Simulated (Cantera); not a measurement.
A perfectly stirred reactor is fed with CH4 : CO : O2 : N2 = 1 : 0.096 : 1.14 : 4.28 (molar parts), equivalence ratio 1.8, at 100000 Pa; it is adiabatic with a 300 K inlet, and is followed from long to short residence time, starting on the burning branch (τ in s: 0.087, 0.036, 0.015, 0.0062, 0.0026, 0.0011, 0.00045, 0.00019, 7.7e-05, 3.2e-05).

Cantera simulation using GRI-Mech 3.0 (53 species, 325 reactions); the numbers are that mechanism's predictions, not measurements.

Problem. What does this change do: 0.49 parts CO2 added?

Solution. 
```
quantity                                                                      before                               after
------------------------------------------------  ----------------------------------  ----------------------------------
blow-out, bracketed by the residence times tried  burning at 6.20 ms, out at 2.60 ms  burning at 15.0 ms, out at 6.20 ms
x(CH4) at τ = 87.0 ms                                                        0.00961                              0.0129
x(CO) at τ = 87.0 ms                                                          0.0885                              0.0968
x(O2) at τ = 87.0 ms                                                         0.00111                             0.00298
x(H2O2) at τ = 87.0 ms                                                       8.76e-9                             1.70e-8
x(C2H4) at τ = 87.0 ms                                                      0.000152                            0.000427
x(CH4) at τ = 1.10 ms                                                          0.153                               0.143
x(CO) at τ = 1.10 ms                                                          0.0147                              0.0137
x(O2) at τ = 1.10 ms                                                           0.175                               0.163
x(H2O2) at τ = 1.10 ms                                                        <1e-12                              <1e-12
x(C2H4) at τ = 1.10 ms                                                        <1e-12                              <1e-12
```
